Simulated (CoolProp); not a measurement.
Vapour-liquid equilibrium of ethanol (1) + hexamethyldisiloxane (MM) (2) at 111 kPa; x and y are mole fractions of (1).

Model: multi-fluid Helmholtz-energy mixture model, Schroeder 2014 and Thol 2016; pair parameters Bell 2016, in CoolProp.

Task: Give the bubble temperature and the first vapour's composition at x = 0.65, 0.8, 0.95. Is there an azeotrope?

Result: x = 0.65: 78.0 °C, y = 0.689; x = 0.8: 78.1 °C, y = 0.759; x = 0.95: 79.7 °C, y = 0.915. y crosses x between x = 0.65 and 0.8: the model has an azeotrope there.

Pair parameters are fitted to limited data, so mixtures are less certain than the pure fluids.
